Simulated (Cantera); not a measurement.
An adiabatic, constant-pressure homogeneous reactor starts with H₂ : O₂ : N₂ : NO = 1 : 1.22 : 4.59 : 0.022 (molar parts), at 1725 K and 170000 Pa. Integrator tolerance rtol = 1e-08.

Model: GRI-Mech 3.0 (53 species, 325 reactions), integrated in Cantera.

Q: What does this change do: initial temperature 1725 to 1475 K?

A: 
```tsv
quantity	before	after
time of steepest temperature rise	4.88 µs	9.52 µs
temperature at 5.00 s	2575 K	2409 K
equilibrium temperature	2575 K	2409 K
x(H₂) at 5.00 s	0.00297 (gas-phase equilibrium 0.00297)	0.00135 (gas-phase equilibrium 0.00135)
x(O₂) at 5.00 s	0.101 (gas-phase equilibrium 0.101)	0.105 (gas-phase equilibrium 0.105)
x(NO) at 5.00 s	0.0173 (gas-phase equilibrium 0.0173)	0.0132 (gas-phase equilibrium 0.0132)
x(H₂O) at 5.00 s	0.145 (gas-phase equilibrium 0.145)	0.151 (gas-phase equilibrium 0.151)
x(O) at 5.00 s	0.00508 (gas-phase equilibrium 0.00508)	0.00228 (gas-phase equilibrium 0.00228)
x(H₂O₂) at 5.00 s	4.94e-7 (gas-phase equilibrium 4.94e-7)	3.68e-7 (gas-phase equilibrium 3.68e-7)
x(H) at 5.00 s	0.00146 (gas-phase equilibrium 0.00146)	0.000472 (gas-phase equilibrium 0.000472)
```

Q: What does this change do: pressure from 170000 Pa to 100000 Pa?

A: 
```
quantity                                                            before                                    after
---------------------------------  ---------------------------------------  ---------------------------------------
time of steepest temperature rise                                  4.88 µs                                  8.25 µs
temperature at 5.00 s                                               2575 K                                   2557 K
equilibrium temperature                                             2575 K                                   2557 K
x(H₂) at 5.00 s                    0.00297 (gas-phase equilibrium 0.00297)  0.00353 (gas-phase equilibrium 0.00353)
x(O₂) at 5.00 s                        0.101 (gas-phase equilibrium 0.101)      0.101 (gas-phase equilibrium 0.101)
x(NO) at 5.00 s                      0.0173 (gas-phase equilibrium 0.0173)    0.0167 (gas-phase equilibrium 0.0167)
x(H₂O) at 5.00 s                       0.145 (gas-phase equilibrium 0.145)      0.143 (gas-phase equilibrium 0.143)
x(O) at 5.00 s                     0.00508 (gas-phase equilibrium 0.00508)  0.00608 (gas-phase equilibrium 0.00608)
x(H₂O₂) at 5.00 s                  4.94e-7 (gas-phase equilibrium 4.94e-7)  3.61e-7 (gas-phase equilibrium 3.61e-7)
x(H) at 5.00 s                     0.00146 (gas-phase equilibrium 0.00146)  0.00192 (gas-phase equilibrium 0.00192)
```
